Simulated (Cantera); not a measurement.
A closed system holds: 1 mol Fe₃O₄, 1.5 mol CO, 1.3 mol N₂, equilibrated at 2098 K.

Method: chemical equilibrium by Gibbs-energy minimisation in Cantera with the NASA 1993 tables (ideal gas, pure condensed phases). Candidate condensed phases: C, Fe, Fe(CO)₅, FeO, Fe₂O₃, Fe₃O₄; 27 gas species. The tables' stoichiometric FeO is somewhat more stable than real wüstite, so its field is too wide. FeO: taken at fixed stoichiometry. Rates play no part.

Which condensed phases are stable at each of these points (P (Pa)): 10, 52, 270, 1400, 7200, 37000, 190000, 1000000?


| P (Pa) | condensed phases | Fe condensed (%) |
|---|---|---|
| 10 | gas only | 0.0 |
| 52 | FeO(l) | 84.7 |
| 270 | FeO(l) | 97.7 |
| 1400 | FeO(l) | 99.6 |
| 7200 | FeO(l) | 99.9 |
| 37000 | FeO(l) | 100.0 |
| 190000 | FeO(l) | 100.0 |
| 1000000 | FeO(l) | 100.0 |

At 10.0 Pa nothing is condensed. From 52.0 Pa to 10.0 bar the condensed part is FeO(l).
